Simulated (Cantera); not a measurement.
Charge: 1 mol Ti(OiPr)4, 0.19 mol C3H8, 59 mol H2, equilibrated at 100 Torr.

Equilibrium computed with Cantera from the NASA thermochemical tables; the gas is ideal and each condensed phase is pure. Candidate condensed phases: C, C6H6, C7H8, C8H18, H2O, Ti, TiC, TiO, TiO2, Ti2O3, Ti3O5, Ti4O7; 113 gas species. The feed counts by its element totals alone. Kinetics and transport are ignored.

Task: At 1000 K, list the 5 most abundant gas species with their mole fractions, and the condensed phases.

Result: H2 0.962, CO 0.0254, CH4 0.0118, H2O 0.00129, CO2 4.87e-5. Condensed: C(graphite) + TiO2(rutile).
